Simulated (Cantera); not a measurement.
A closed system holds: 1 mol Si, 2.4 mol HBr, 2.2 mol N2.

Method: chemical equilibrium by Gibbs-energy minimisation in Cantera with the NASA 1993 tables (ideal gas, pure condensed phases). Candidate condensed phases: Br2, Si, Si3N4; 28 gas species. N2 is the only nitrogen source here; it is nearly inert below about 1500 K, so the nitride shown seldom forms there in practice. The tables' values for SiBr3 are old estimates. The numbers say what is thermodynamically allowed, not how fast it happens.

What condenses at these points (T in K, P in Pa): (1275, 4.2); (1525, 1); (1375, 4.2); (1425, 320); (1575, 1)?


```json
[
 {"T (K)": "1275", "P in Pa": "4.2", "condensed phases": "Si3N4", "Si condensed (%)": "56.8"},
 {"T (K)": "1525", "P in Pa": "1", "condensed phases": "Si", "Si condensed (%)": "39.0"},
 {"T (K)": "1375", "P in Pa": "4.2", "condensed phases": "Si3N4", "Si condensed (%)": "33.3"},
 {"T (K)": "1425", "P in Pa": "320", "condensed phases": "Si3N4", "Si condensed (%)": "58.9"},
 {"T (K)": "1575", "P in Pa": "1", "condensed phases": "Si", "Si condensed (%)": "46.0"}
]
```
